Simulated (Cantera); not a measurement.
# Equilibrium for abatement and gas-phase synthesis: CS2 + H2 + O2

A closed system holds: 1 mol CS2, 0.066 mol H2, 0.35 mol O2, held at 52.0 Pa.

Cantera equilibrium calculation (NASA polynomials, part measured and part estimated; ideal gas, pure solids and liquids). Candidate condensed phases: C, C6H6, C7H8, C8H18, H2O, H2SO4, S; 146 gas species. Ions and electrons are included (thermal ionisation). Kinetics and transport are ignored.

```tsv
T (°C)	x S	x CO	x C	x CS	x O	x S2	x H	x e-
2227	0.504	0.265	2.39e-6	0.112	7.44e-8	0.0687	0.0449	1.13e-8
2727	0.596	0.248	0.000661	0.105	1.63e-6	0.00289	0.0465	8.44e-7
3227	0.612	0.240	0.0295	0.0729	1.89e-5	0.000247	0.0452	1.81e-5
3727	0.634	0.225	0.0876	0.00951	0.000676	4.02e-5	0.0425	0.000186
4227	0.624	0.200	0.112	0.00101	0.0188	8.90e-6	0.0413	0.00114
4727	0.565	0.0962	0.188	0.000212	0.103	2.23e-6	0.0376	0.00477
```
x: gas mole fraction; nothing condenses.

From 2227 °C to 4727 °C nothing is condensed. The main C-bearing gas is CO at 2227 °C and C at 4727 °C.
